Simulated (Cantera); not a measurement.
## Stirred combustor or abatement burner

A perfectly stirred reactor is fed with 13.2 % CH3OH, 18.0 % O2, 68.0 % N2, 0.768 % CO2, at 110000 Pa; it is adiabatic with a 325 K inlet, and is followed from long to short residence time, starting on the burning branch (τ in s: 0.15, 0.067, 0.031, 0.014, 0.0063, 0.0029, 0.0013, 0.00059, 0.00027, 0.00012, 5.5e-05, 2.5e-05, 1.1e-05).

Model: GRI-Mech 3.0 (53 species, 325 reactions), integrated in Cantera. GRI-Mech 3.0 was tuned for natural gas; its chemistry of methanol as a main component is partial and can be far from experiment.

```
τ (s)    T (K)   x CH3OH     x O2     x OH     x C2H    x C2H4
-------  -----  --------  -------  -------  --------  --------
0.15      2194   7.93e-7  0.00144  0.00272    <1e-12  6.39e-12
0.067     2180   1.46e-6  0.00209  0.00329    <1e-12  1.11e-11
0.031     2160   2.52e-6  0.00303  0.00399    <1e-12  1.81e-11
0.014     2131   4.36e-6  0.00439  0.00485    <1e-12  3.44e-11
0.0063    2093   7.55e-6  0.00616  0.00578  1.50e-12  8.50e-11
0.0029    2048   1.30e-5  0.00822  0.00666  4.41e-12  2.62e-10
0.0013    1994   2.36e-5   0.0106  0.00739  1.59e-11  9.98e-10
0.00059   1939   4.47e-5   0.0132  0.00782  6.14e-11   4.17e-9
0.00027   1883   9.09e-5   0.0162  0.00781  2.39e-10   1.92e-8
0.00012   1818  0.000220   0.0212  0.00703  9.30e-10   1.15e-7
5.5e-5     325     0.132    0.180   <1e-12    <1e-12    <1e-12
2.5e-5     325     0.132    0.180   <1e-12    <1e-12    <1e-12
1.1e-5     325     0.132    0.180   <1e-12    <1e-12    <1e-12
```
x: mole fraction; the columns are a selection and need not sum to one.
